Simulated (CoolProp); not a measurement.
Values from CoolProp's reference Helmholtz-energy equation of state, Thol 2017.

Question: For octamethyltrisiloxane (MDM), give the phase and the cp (kJ/(kg K)), cv (kJ/(kg K)), Joule-Thomson coefficient (K/MPa) at 301.85 °C and 0.0553 MPa; 301.85 °C and 0.387 MPa.

Answer: 
- 301.85 °C and 0.0553 MPa: gas; cp 2.10, cv 2.06, Joule-Thomson coefficient 8.31
- 301.85 °C and 0.387 MPa: gas; cp 2.13, cv 2.07, Joule-Thomson coefficient 9.64
